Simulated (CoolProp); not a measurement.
Vapour-liquid equilibrium of R1234yf (1) + R134a (2) at 0.685 MPa; x and y are mole fractions of (1).

Values from CoolProp's multi-fluid Helmholtz-energy mixture model, Lemmon 2022 and Tillner-Roth 1994; pair parameters Bell 2022.

### Question
Give the bubble temperature and the first vapour's composition at x = 0.25, 0.75, 0.95. Is there an azeotrope?

### Answer
x = 0.25: 297.6 K, y = 0.270; x = 0.75: 297.1 K, y = 0.738; x = 0.95: 298.0 K, y = 0.944. y crosses x between x = 0.55 and 0.65: the model has an azeotrope there.

Pair parameters are fitted to limited data, so mixtures are less certain than the pure fluids.
